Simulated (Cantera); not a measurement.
Charge: 1 mol PbO, 1.5 mol CO, equilibrated at 4.20 mbar.

These are equilibrium values from Cantera (NASA tables, ideal gas, pure condensed phases), not measurements of a reactor. Candidate condensed phases: C, Pb, PbO, PbO2, Pb3O4; 15 gas species. The numbers say what is thermodynamically allowed, not how fast it happens. All values below are at 1252 °C.

Base state: CO2 0.399, Pb 0.399, CO 0.201, PbO 0.000960, Pb2 1.05e-5 (mole fractions); condensed: gas only.

### Question
What changes in the equilibrium state with this change: PbO replaced by SiO2?

### Answer
| species | before | after |
|---|---|---|
| CO | 0.201 | 0.999 |
| SiO | 0 | 0.000555 |
| CO2 | 0.399 | 0.000555 |
| Pb | 0.399 | 0 |
| PbO | 0.000960 | 0 |
| Pb2 | 1.05e-5 | 0 |
| SiO2(β-quartz), mol | 0 | 0.999 |
The tables hold silica as quartz up to 1696 K and as liquid above; real silica turns to tridymite and cristobalite and melts near 1996 K. Further candidate phases: Si, SiC, SiO2.
